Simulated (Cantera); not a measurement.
A closed system holds: 1 mol MgO, 0.07 mol I2, held at 1398.15 K and 690000 Pa.

Equilibrium computed with Cantera from the NASA thermochemical tables; the gas is ideal and each condensed phase is pure. Candidate condensed phases: I2, Mg, MgI2, MgO; 10 gas species. The numbers say what is thermodynamically allowed, not how fast it happens.

Base state: I2 0.743, I 0.257 (mole fractions); condensed: MgO(s).

What changes in the equilibrium state with this change: pressure from 690000 Pa to 1000 Pa?


| species | before | after |
|---|---|---|
| I | 0.257 | 0.984 |
| I2 | 0.743 | 0.0159 |
| MgO(s), mol | 1.00 | 1.000 |
